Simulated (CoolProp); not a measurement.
Saturated liquid density (kg/m³) of n-perfluorobutane: the reference equation beside estimates from Tc = 113.2 °C, pc = 23.22 bar, ω = 0.372.

Model: reference Helmholtz-energy equation of state, Gao 2022, in CoolProp.

```
T (°C)   reference  Redlich-Kwong  Soave-Redlich-Kwong
------  ----------  -------------  -------------------
-92.35        1909           1708           (withheld)
-80.05        1865           1675                 1733
-67.75        1822           1641                 1704
-55.45        1780           1605                 1674
-43.05  (withheld)           1567                 1640
-30.75        1696           1527                 1604
-18.45        1654           1483                 1566
-6.15         1611           1437                 1523
6.15          1567           1388                 1477
18.45         1521     (withheld)                 1426
30.75   (withheld)           1279                 1369
43.05         1421           1217                 1307
55.45         1364           1148                 1235
```

Fill in the missing entries.


- -92.35, Soave-Redlich-Kwong: 1759
- -43.05, reference: 1738
- 18.45, Redlich-Kwong: 1336
- 30.75, reference: 1473

Absolute difference from the reference over all 13 rows, mean and median: Redlich-Kwong 11.4 and 10.5 %, Soave-Redlich-Kwong 6.6 and 6.2 %.
